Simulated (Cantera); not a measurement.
**Ignition delay**

Mixture: CH4 : H2 : O2 : N2 = 1 : 1.5 : 1.73 : 6.52 (molar parts), equivalence ratio 1.6, at 27.6 atm, adiabatic and at constant volume. Ignition delay is the time to a rise of 400 K.

Computed with Cantera and GRI-Mech 3.0 (53 species, 325 reactions). The pressure lies above the range GRI-Mech 3.0 was tuned for (to about 10 atm).

```csv
T0 (K),delay (ms)
1198,0.128
1248,0.0604
1298,0.0317
1348,0.0186
1398,0.0120
1448,0.00836
1498,0.00610
```

- apparent activation energy between 1398 and 1498 K = 120 kJ/mol
